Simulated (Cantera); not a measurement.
## Adiabatic ignition

An adiabatic, constant-volume homogeneous reactor starts with 9.01 % C2H4, 18.0 % O2, 67.7 % N2, 5.23 % H2O, equivalence ratio 1.5, at 1398 K and 3830 Torr.

Detailed kinetics in Cantera: GRI-Mech 3.0 (53 species, 325 reactions). GRI-Mech 3.0 was tuned for natural gas; its chemistry of ethylene as a main component is partial and can be far from experiment. Above 3000 K some thermodynamic fits are extrapolated.

```
t (s)     T (K)  P (bar)  x C2H4     x O2   x H2O     x HCO    x NO2    x H2O2
--------  -----  -------  ------  -------  ------  --------  -------  --------
2.00e-6    1398     5.10  0.0901    0.180  0.0523  2.50e-10   <1e-12  2.92e-11
4.93e-6    1398     5.10  0.0901    0.180  0.0523   2.17e-9   <1e-12  6.33e-10
1.21e-5    1399     5.10  0.0899    0.180  0.0523   5.23e-7   <1e-12   8.39e-7
2.99e-5    3128     12.7  <1e-12  0.00272   0.142   1.52e-6  3.43e-7   5.50e-7
7.37e-5    3117     12.7  <1e-12  0.00244   0.141   1.50e-6  8.58e-7   5.10e-7
0.000182   3113     12.6  <1e-12  0.00235   0.141   1.50e-6  1.02e-6   4.97e-7
0.000447   3113     12.6  <1e-12  0.00235   0.141   1.50e-6  1.02e-6   4.97e-7
0.00110    3113     12.6  <1e-12  0.00235   0.141   1.50e-6  1.02e-6   4.97e-7
0.00271    3113     12.6  <1e-12  0.00235   0.141   1.50e-6  1.02e-6   4.97e-7
0.00669    3113     12.6  <1e-12  0.00235   0.141   1.50e-6  1.02e-6   4.97e-7
0.0165     3113     12.6  <1e-12  0.00235   0.141   1.50e-6  1.02e-6   4.97e-7
0.0406     3113     12.6  <1e-12  0.00235   0.141   1.50e-6  1.02e-6   4.97e-7
0.100      3113     12.6  <1e-12  0.00235   0.141   1.50e-6  1.02e-6   4.97e-7
```
x: mole fraction; the columns are a selection and need not sum to one.

| Quantity | Result |
|---|---|
| time of steepest temperature rise | 17.4 µs |
| temperature at 0.100 s | 3113 K |
| equilibrium temperature | 3113 K |
| x(C2H4) at 0.100 s | <1e-12 (gas-phase equilibrium <1e-12) |
| x(O2) at 0.100 s | 0.00235 (gas-phase equilibrium 0.00235) |
| x(H2O) at 0.100 s | 0.141 (gas-phase equilibrium 0.141) |
